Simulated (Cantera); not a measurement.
A perfectly stirred reactor is fed with CO : O2 : H2O : N2 = 0.014 : 0.021 : 0.0019 : 1 (molar parts), equivalence ratio 0.33, at 500000 Pa; it is held at 1248 K, and followed from long to short residence time.

Detailed kinetics in Cantera: GRI-Mech 3.0 (53 species, 325 reactions).

One state of this run: x CO = 0.0127; x O2 = 0.0198; x H2O = 0.00182; x OH = 5.12e-6; x NO2 = 2.22e-10; x CO2 = 0.000817; x O = 3.35e-5. x: mole fraction; the columns are a selection and need not sum to one.

Q: Which value of τ (s) does it belong to?
A. 0.075
B. 0.47
C. 0.00078
D. 0.0019

A: C, 0.00078
